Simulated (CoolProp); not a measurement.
Carbon dioxide at several states: fugacity coefficient from the reference equation and from simpler models built on Tc = 31.0 °C, pc = 73.77 bar, ω = 0.224; each cubic takes its own stable root.

Values from CoolProp's reference Helmholtz-energy equation of state, Span 1996.

| T (°C) | p (bar) | phase | reference | van der Waals | Peng-Robinson |
|---|---|---|---|---|---|
| -19.15 | 0.162 | gas | 0.9986 | 0.9990 | 0.9986 |
| 72.35 | 67.6 | gas | (withheld) | (withheld) | 0.7870 |
| 4.35 | 1.53 | gas | 0.9904 | 0.9923 | 0.9897 |
| 249.45 | 387 | supercritical | (withheld) | (withheld) | (withheld) |
| 243.75 | 0.356 | gas | 0.9998 | 0.9997 | 0.9997 |
| 74.15 | 65.9 | gas | (withheld) | (withheld) | (withheld) |

Problem. Some entries are withheld; supply them.

Solution. 
- 72.35, reference: 0.8051
- 72.35, van der Waals: 0.8046
- 249.45, reference: 0.8640
- 249.45, van der Waals: 0.7590
- 249.45, Peng-Robinson: 0.8698
- 74.15, reference: 0.8132
- 74.15, van der Waals: 0.8121
- 74.15, Peng-Robinson: 0.7954
